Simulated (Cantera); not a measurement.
Mixture: 12.2 % CH4, 3.05 % CO, 13.7 % O2, 71.1 % N2, at 1.01 bar, adiabatic and at constant volume. Ignition delay is the time to a rise of 400 K.

Detailed kinetics in Cantera: GRI-Mech 3.0 (53 species, 325 reactions).

Problem. Predict: delay at 1250 K; delay at 1350 K; delay at 1450 K; delay at 1550 K; delay at 1650 K; delay at 1750 K; delay at 1850 K; apparent activation energy between 1650 and 1850 K.

Solution. 
```
Property                                                 Value
--------------------------------------------------  ----------
delay at 1250 K                                        49.3 ms
delay at 1350 K                                        12.3 ms
delay at 1450 K                                        3.50 ms
delay at 1550 K                                        1.15 ms
delay at 1650 K                                       0.445 ms
delay at 1750 K                                       0.200 ms
delay at 1850 K                                       0.102 ms
apparent activation energy between 1650 and 1850 K  190 kJ/mol
```
